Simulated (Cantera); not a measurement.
An adiabatic, constant-volume homogeneous reactor starts with CH4 : CO : O2 : N2 = 1 : 0.32 : 1.21 : 4.57 (molar parts), at 1525 K and 3.10 bar.

Cantera simulation using GRI-Mech 3.0 (53 species, 325 reactions); the numbers are that mechanism's predictions, not measurements.

Task: Predict: time of steepest temperature rise; temperature at 0.200 s; equilibrium temperature; x(CO) at 0.200 s; x(O2) at 0.200 s; x(H2O2) at 0.200 s; x(NO2) at 0.200 s; x(H2) at 0.200 s.

Result: 
```json
{
 "time_of_steepest_temperature_rise": "0.509 ms",
 "temperature at 0.200 s": "2936 K",
 "equilibrium_temperature": "2936 K",
 "x(CO) at 0.200 s": "0.138 (gas-phase equilibrium 0.138)",
 "x(O2) at 0.200 s": "0.000397 (gas-phase equilibrium 0.000397)",
 "x(H2O2) at 0.200 s": "1.14e-7 (gas-phase equilibrium 1.14e-7)",
 "x(NO2) at 0.200 s": "1.12e-7 (gas-phase equilibrium 1.12e-7)",
 "x(H2) at 0.200 s": "0.0984 (gas-phase equilibrium 0.0984)"
}
```
